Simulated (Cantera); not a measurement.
A perfectly stirred reactor is fed with 12.2 % NH3, 87.8 % H2, at 0.326 atm; it is held at 2173 K, and followed from long to short residence time.

Detailed kinetics in Cantera: the gas-phase N/H chemistry of the illustrative SiF4/NH3 mechanism in the Surface Chemkin manual (1991). Walls and surfaces, which speed up NH3 decomposition in real reactors, are not modelled.

**Question.** Predict: x(NH3) at τ = 0.970 s; x(H2) at τ = 0.970 s; x(N2H2) at τ = 0.970 s; x(NH2) at τ = 0.970 s; x(NH3) at τ = 11.0 ms; x(H2) at τ = 11.0 ms; x(N2H4) at τ = 11.0 ms; x(N2H2) at τ = 11.0 ms; x(NH2) at τ = 11.0 ms.

**Answer.** 
```json
{
  "x(NH3) at τ = 0.970 s": "0.00183",
  "x(H2) at τ = 0.970 s": "0.938",
  "x(N2H2) at τ = 0.970 s": "1.37e-8",
  "x(NH2) at τ = 0.970 s": "4.15e-5",
  "x(NH3) at τ = 11.0 ms": "0.0825",
  "x(H2) at τ = 11.0 ms": "0.898",
  "x(N2H4) at τ = 11.0 ms": "1.04e-8",
  "x(N2H2) at τ = 11.0 ms": "7.56e-7",
  "x(NH2) at τ = 11.0 ms": "0.000498"
}
```
